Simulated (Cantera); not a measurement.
# Transport properties of process gases

Gas mixture: O₂ = 0.75 (molar parts), at 21.8 Torr, frozen composition.

Cantera's kinetic-theory transport with the Lennard-Jones parameters of GRI-Mech 3.0, ideal gas; thermal conductivity in the mixture-averaged form.

| T (K) | ρ (kg/m³) | cp (J/kg/K) | μ (µPa s) | λ (mW/m/K) | Pr | D (cm²/s) NH₃ | D (cm²/s) O | D (cm²/s) OH |
|---|---|---|---|---|---|---|---|---|
| 400 | 0.0279 | 941.4 | 25.6 | 33.9 | 0.713 | 13.5 | 19.0 | 18.6 |
| 500 | 0.0223 | 971.4 | 30.0 | 41.1 | 0.709 | 20.4 | 27.8 | 27.2 |
| 600 | 0.0186 | 1003 | 34.1 | 48.2 | 0.709 | 28.4 | 37.9 | 37.1 |
| 700 | 0.0159 | 1031 | 37.8 | 55.0 | 0.709 | 37.4 | 49.1 | 48.1 |
| 800 | 0.0140 | 1055 | 41.4 | 61.4 | 0.710 | 47.3 | 61.4 | 60.1 |
| 900 | 0.0124 | 1074 | 44.7 | 67.6 | 0.710 | 58.1 | 74.7 | 73.2 |
| 1000 | 0.0112 | 1090 | 47.9 | 73.6 | 0.710 | 69.7 | 89.1 | 87.3 |
| 1100 | 0.0101 | 1103 | 51.0 | 79.4 | 0.709 | 82.2 | 104 | 102 |
| 1200 | 0.00930 | 1114 | 54.0 | 84.9 | 0.708 | 95.4 | 121 | 118 |
D: mixture-averaged diffusion coefficient of that species in the mixture.
